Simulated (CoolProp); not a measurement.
Properties of ammonia along the isotherm 384 K.

Computed with CoolProp (reference Helmholtz-energy equation of state, Gao 2020).

```
p (MPa)   phase  cp (kJ/(kg K))  Joule-Thomson coefficient (K/MPa)  isothermal compressibility (1/MPa)  Prandtl number
-------  ------  --------------  ---------------------------------  ----------------------------------  --------------
1.7         gas           2.628                              11.65                              0.6356           0.951
3.41        gas           3.216                              11.19                              0.3525            1.08
5.11        gas           4.230                              10.69                              0.2762            1.30
6.82        gas           6.677                              10.08                              0.2808            1.80
8.52     liquid           7.979                             0.8149                             0.01694            1.73
10.2     liquid           7.210                             0.6611                             0.01287            1.57
11.9     liquid           6.729                             0.5539                             0.01047            1.48
13.6     liquid           6.395                             0.4737                            0.008897            1.41
15.3     liquid           6.144                             0.4106                            0.007768            1.36
17       liquid           5.947                             0.3591                            0.006916            1.32
```

Viscosity comes from a separate model (Fenghour 1995). Thermal conductivity comes from a separate model (Tufeu 1984).
